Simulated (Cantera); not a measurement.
Feed: 1 mol ZrO₂, 150 mol H₂, at 1723 K and 0.100 bar.

Cantera equilibrium calculation (NASA polynomials, part measured and part estimated; ideal gas, pure solids and liquids). Candidate condensed phases: H₂O, Zr, ZrO₂; 12 gas species. Equilibrium is a limit: real reactors are often held back by kinetics, nucleation or transport.

Base state: H₂ 0.999, H 0.000577 (mole fractions); condensed: ZrO₂(tetragonal).

What changes in the equilibrium state with this change: temperature from 1723 K to 2050 K?


| species | before | after |
|---|---|---|
| H₂ | 0.999 | 0.993 |
| H | 0.000577 | 0.00715 |
| ZrO₂(tetragonal), mol | 1.000 | 1.000 |
